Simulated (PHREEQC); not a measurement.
**Spent oxide etchant: speciation**

Make-up at 25 °C: 0.056 mol NH4HF2 and 0.016 mol H2SiF6 per kg of water. It is in equilibrium with CO2 at log p = -2 (atm). Otherwise closed; pH follows from the charge balance.

Equilibrium calculation in PHREEQC: ion-association model, wateq4f.dat.

No solid was allowed to form.

**Question.** Estimate the pH.

**Answer.** pH 2.62.

**Question.** In which forms is F present?

**Answer.** SiF6-2 46 %, HF 29 %, F- 10 %, H2F2 9.3 %, HF2- 4.9 % of the F.

wateq4f.dat counts part of the HF as a dimer, H2F2, which phreeqc.dat doesn't know; its constant is uncertain. SiF6-2 is the database's only silicon fluoride.
